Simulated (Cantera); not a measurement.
Feed: 1 mol CsOH, 0.99 mol H2O, held at 310 Pa.

These are equilibrium values from Cantera (NASA tables, ideal gas, pure condensed phases), not measurements of a reactor. Candidate condensed phases: Cs, CsOH, H2O; 15 gas species. Equilibrium is a limit: real reactors are often held back by kinetics, nucleation or transport.

x: gas mole fraction; nothing condenses.

```csv
T (°C),x H2O,x CsOH,x Cs,x O2,x OH,x H2
1500,0.502,0.390,0.0809,0.0207,0.00311,0.00262
1550,0.503,0.359,0.103,0.0264,0.00447,0.00370
1600,0.502,0.324,0.127,0.0326,0.00629,0.00517
1650,0.501,0.288,0.153,0.0393,0.00863,0.00715
1700,0.498,___,___,___,___,___
1750,0.493,___,___,___,___,___
1800,0.485,0.181,0.225,0.0592,0.0197,0.0176
```

Q: Complete the blanks.

A: 
- 1700, x CsOH: 0.251
- 1700, x Cs: 0.178
- 1700, x O2: 0.0461
- 1700, x OH: 0.0116
- 1700, x H2: 0.00978
- 1750, x CsOH: 0.215
- 1750, x Cs: 0.203
- 1750, x O2: 0.0528
- 1750, x OH: 0.0152
- 1750, x H2: 0.0132
